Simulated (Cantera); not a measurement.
Input: 1 mol CaCO₃, 0.96 mol H₂O, 1.9 mol CO₂, equilibrated at 0.0130 bar.

Equilibrium computed with Cantera from the NASA thermochemical tables; the gas is ideal and each condensed phase is pure. Candidate condensed phases: C, C₆H₆, C₇H₈, C₈H₁₈, Ca, CaCO₃, CaO, Ca(OH)₂, H₂O; 115 gas species. Equilibrium is a limit: real reactors are often held back by kinetics, nucleation or transport.

x: gas mole fraction; n: condensed amount in mol.

```tsv
T (K)	x CO₂	x H₂O	x CO	x O₂	x H₂	x OH	n CaCO₃(calcite)	n CaO(s)
800	0.664	0.336	1.49e-9	…	3.17e-9	4.85e-11	1.00	0
850	0.664	0.336	8.47e-9	…	1.31e-8	2.98e-10	1.00	0
900	0.664	0.336	3.95e-8	…	4.59e-8	1.51e-9	1.00	0
950	0.751	0.249	1.79e-7	…	1.06e-7	5.49e-9	0	1.00
1000	0.751	0.249	6.04e-7	…	2.87e-7	2.04e-8	0	1.00
1050	0.751	0.249	1.81e-6	…	7.07e-7	6.72e-8	0	1.00
1100	0.751	0.249	4.91e-6	…	1.60e-6	1.99e-7	0	1.00
1150	0.751	0.249	1.22e-5	…	3.39e-6	5.34e-7	0	1.00
1200	0.751	0.249	2.79e-5	…	6.73e-6	1.33e-6	0	1.00
1250	0.751	0.249	5.97e-5	…	1.26e-5	3.06e-6	0	1.00
1300	0.751	0.249	0.000121	…	2.26e-5	6.62e-6	0	1.00
1350	0.751	0.249	0.000231	…	3.88e-5	1.35e-5	0	1.00
1400	0.751	0.249	0.000421	…	6.41e-5	2.63e-5	0	1.00
1450	0.750	0.248	0.000735	…	0.000102	4.88e-5	0	1.00
```

**Question.** Complete the blanks.

**Answer.** 
- 800, x O₂: 2.32e-9
- 850, x O₂: 1.07e-8
- 900, x O₂: 4.22e-8
- 950, x O₂: 1.41e-7
- 1000, x O₂: 4.41e-7
- 1050, x O₂: 1.24e-6
- 1100, x O₂: 3.21e-6
- 1150, x O₂: 7.65e-6
- 1200, x O₂: 1.70e-5
- 1250, x O₂: 3.54e-5
- 1300, x O₂: 6.99e-5
- 1350, x O₂: 0.000131
- 1400, x O₂: 0.000236
- 1450, x O₂: 0.000407
